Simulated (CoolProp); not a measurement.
Saturated liquid density (kg/m³) of R236EA: the reference equation beside estimates from Tc = 412.4 K, pc = 3.414 MPa, ω = 0.368. Rackett uses Z = 0.29056 − 0.08775 ω.

Values from CoolProp's reference Helmholtz-energy equation of state, Rui 2013.

| T (K) | reference | Rackett | Redlich-Kwong | Peng-Robinson |
|---|---|---|---|---|
| 257.2 | [?] | [?] | 1347 | [?] |
| 270.6 | 1510 | [?] | 1309 | 1559 |
| 284 | 1470 | 1546 | [?] | 1518 |
| 297.4 | 1429 | 1500 | 1224 | 1473 |
| 310.7 | 1385 | 1452 | 1177 | 1423 |
| 324.1 | 1339 | [?] | 1126 | 1367 |
| 337.5 | 1288 | 1346 | [?] | 1304 |
| 350.9 | 1233 | 1286 | 1009 | 1232 |
| 364.3 | 1171 | 1220 | 941.1 | 1148 |

**Question.** Some entries are withheld; supply them.

**Answer.** 
- 257.2, reference: 1549
- 257.2, Rackett: 1632
- 257.2, Peng-Robinson: 1596
- 270.6, Rackett: 1590
- 284, Redlich-Kwong: 1268
- 324.1, Rackett: 1401
- 337.5, Redlich-Kwong: 1070

Absolute difference from the reference over all 9 rows, mean and median: Rackett 4.8 and 4.8 %, Redlich-Kwong 15.6 and 15.0 %, Peng-Robinson 2.3 and 2.7 %.
